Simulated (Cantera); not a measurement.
A closed system holds: 1 mol Ca(OH)2, 3.8 mol H2, 0.64 mol H2O, at 1325 K and 1400 Pa.

These are equilibrium values from Cantera (NASA tables, ideal gas, pure condensed phases), not measurements of a reactor. Candidate condensed phases: Ca, CaO, Ca(OH)2, H2O; 14 gas species. Rates play no part.

Base state: H2 0.699, H2O 0.301, H 1.16e-5 (mole fractions); condensed: CaO(s).

What changes in the equilibrium state with this change: Ca(OH)2 replaced by MgCO3?


```json
[
 {"species": "H2", "before": "0.699", "after": "0.552"},
 {"species": "H2O", "before": "0.301", "after": "0.264"},
 {"species": "CO", "before": "0", "after": "0.146"},
 {"species": "CO2", "before": "0", "after": "0.0375"},
 {"species": "H", "before": "1.16e-5", "after": "1.03e-5"},
 {"species": "CaO(s), mol", "before": "1.00", "after": "0"},
 {"species": "MgO(s), mol", "before": "0", "after": "1.00"}
]
```
Further candidate phases: C, C6H6, C7H8, C8H18, Mg, MgCO3, MgO, Mg(OH)2.

What changes in the equilibrium state with this change: Ca(OH)2 replaced by CsOH?


```csv
species,before,after
H2,0.699,0.641
H2O,0.301,0.182
CsOH,0,0.110
Cs,0,0.0680
H,1.16e-5,1.11e-5
"CaO(s), mol",1.00,0
```
Further candidate phases: Cs, CsOH.
